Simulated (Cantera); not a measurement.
**Adiabatic ignition**

An adiabatic, constant-volume homogeneous reactor starts with 4.42 % C₃H₈, 20.1 % O₂, 75.5 % N₂, equivalence ratio 1.1, at 1125 K and 1.28 atm.

Model: GRI-Mech 3.0 (53 species, 325 reactions), integrated in Cantera. GRI-Mech 3.0 was tuned for natural gas; its chemistry of propane as a main component is partial and can be far from experiment.

```csv
t (s),T (K),P (bar),x C₃H₈,x O₂,x HO₂,x H₂O,x H₂O₂,x NO
2.00e-6,1125,1.30,0.0442,0.201,1.66e-8,2.19e-10,1.88e-11,<1e-12
5.37e-6,1125,1.30,0.0442,0.201,7.86e-8,1.83e-9,2.56e-10,<1e-12
1.44e-5,1125,1.30,0.0441,0.201,2.81e-7,9.18e-9,2.74e-9,<1e-12
3.86e-5,1125,1.30,0.0441,0.201,8.16e-7,4.59e-8,2.32e-8,<1e-12
0.000104,1125,1.30,0.0441,0.201,2.09e-6,3.51e-7,1.67e-7,<1e-12
0.000278,1125,1.30,0.0441,0.201,3.92e-6,3.93e-6,9.36e-7,<1e-12
0.000746,1125,1.30,0.0441,0.201,3.30e-6,2.93e-5,2.40e-6,<1e-12
0.00200,1125,1.30,0.0438,0.201,3.36e-6,0.000110,3.13e-6,<1e-12
0.00537,1125,1.30,0.0431,0.200,4.20e-6,0.000365,4.14e-6,<1e-12
0.0144,1129,1.31,0.0406,0.199,7.96e-6,0.00150,8.73e-6,<1e-12
0.0386,2885,3.67,<1e-12,0.0123,6.41e-6,0.130,4.00e-7,0.00934
0.104,2885,3.67,<1e-12,0.0123,6.41e-6,0.130,4.00e-7,0.00934
0.278,2885,3.67,<1e-12,0.0123,6.41e-6,0.130,4.00e-7,0.00934
0.746,2885,3.67,<1e-12,0.0123,6.41e-6,0.130,4.00e-7,0.00934
2.00,2885,3.67,<1e-12,0.0123,6.41e-6,0.130,4.00e-7,0.00934
```
x: mole fraction; the columns are a selection and need not sum to one.

```json
{
  "time_of_steepest_temperature_rise": "26.1 ms",
  "temperature at 2.00 s": "2885 K",
  "equilibrium_temperature": "2885 K",
  "x(C₃H₈) at 2.00 s": "<1e-12 (gas-phase equilibrium <1e-12)",
  "x(O₂) at 2.00 s": "0.0123 (gas-phase equilibrium 0.0123)",
  "x(HO₂) at 2.00 s": "6.41e-6 (gas-phase equilibrium 6.41e-6)"
}
```
